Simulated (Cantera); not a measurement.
What does this Cantera script print?

```python
import numpy as np
import cantera as ct

gas = ct.Solution("gri30.yaml")


def delay(T, t_max=10):
    gas.TPX = T, 63000, {'CH4': 1, 'C2H6': 0.17, 'O2': 1.44, 'N2': 5.42}
    reactor = ct.IdealGasConstPressureReactor(gas, clone=False)
    net = ct.ReactorNet([reactor])
    net.rtol, net.atol = 1e-8, 1e-16
    while net.time < t_max:
        t_old, T_old = net.time, reactor.T
        net.step()
        if reactor.T > T + 400:  # ignition: a rise of 400 K
            return t_old + (T + 400 - T_old) / (reactor.T - T_old) * (net.time - t_old)
    return np.nan


taus = []
for T in [1173, 1248, 1323, 1398, 1473, 1548, 1623, 1698, 1773]:
    taus.append(delay(T))
    print(f"T0 = {T:6g} K   tau = {taus[-1]:.4e} s")
```

Output:

```
T0 =   1173 K   tau = 7.3044e-03 s
T0 =   1248 K   tau = 3.0435e-03 s
T0 =   1323 K   tau = 1.4491e-03 s
T0 =   1398 K   tau = 7.3285e-04 s
T0 =   1473 K   tau = 3.8643e-04 s
T0 =   1548 K   tau = 2.1424e-04 s
T0 =   1623 K   tau = 1.2629e-04 s
T0 =   1698 K   tau = 7.9459e-05 s
T0 =   1773 K   tau = 5.3186e-05 s
```

Computed with Cantera and GRI-Mech 3.0 (53 species, 325 reactions).
